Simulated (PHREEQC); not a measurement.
A PHREEQC input (ion-association model, phreeqc.dat):

```
SOLUTION 1
  temp 25
  units mgL
  pH 5.82
  pe 1.7
  Na 6.09
  K 6.76
  Ca 6.58
  Mg 0.101
  Cl 19.2
  S(6) 7.58 as SO4
  Alkalinity 4.17 as HCO3
  B 0.00764
END
USE solution 1
EQUILIBRIUM_PHASES 1
  Gypsum 0 0
  CO2(g) -3.4 10
END
```

It stops with these messages:

```
ERROR: Calculations terminating due to input errors.
```

The fault: a unit that the program doesn't know. The line should read `units mg/L` where the input has `units mgL`. With the mend the run ends at pH 7.04 and ionic strength 0.00101 mol/kgw.
